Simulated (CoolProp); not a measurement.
A single-stage vapour-compression cycle with dimethyl ether: evaporating at 301.15 K (dew point), condensing at 356.15 K (bubble point), superheat 8 K, subcooling 8 K, compressor efficiency 0.75, no pressure losses. Each further row changes one setting.

Model: reference Helmholtz-energy equation of state, Wu 2011, in CoolProp.

```json
[
 {"case": "as stated", "cooling COP": "3.24", "pressure ratio": "3.68", "discharge temperature (K)": "383.2", "refrigerating effect (kJ/kg)": "286", "volumetric capacity (kJ/m³)": "3720"},
 {"case": "evaporating temperature 306.15 K", "cooling COP": "3.70", "pressure ratio": "[?]", "discharge temperature (K)": "381.0", "refrigerating effect (kJ/kg)": "291", "volumetric capacity (kJ/m³)": "4330"},
 {"case": "condensing temperature 351.15 K", "cooling COP": "3.68", "pressure ratio": "3.33", "discharge temperature (K)": "377.0", "refrigerating effect (kJ/kg)": "300", "volumetric capacity (kJ/m³)": "3900"},
 {"case": "subcooling 13 K", "cooling COP": "3.40", "pressure ratio": "3.68", "discharge temperature (K)": "383.2", "refrigerating effect (kJ/kg)": "301", "volumetric capacity (kJ/m³)": "3900"},
 {"case": "superheat 18 K", "cooling COP": "3.26", "pressure ratio": "3.68", "discharge temperature (K)": "[?]", "refrigerating effect (kJ/kg)": "[?]", "volumetric capacity (kJ/m³)": "3760"},
 {"case": "compressor efficiency 0.65", "cooling COP": "2.80", "pressure ratio": "3.68", "discharge temperature (K)": "389.5", "refrigerating effect (kJ/kg)": "286", "volumetric capacity (kJ/m³)": "3720"}
]
```

Task: What belongs in the gaps?

Result: 
- evaporating temperature 306.15 K, pressure ratio: 3.21
- superheat 18 K, discharge temperature (K): 393.4
- superheat 18 K, refrigerating effect (kJ/kg): 304
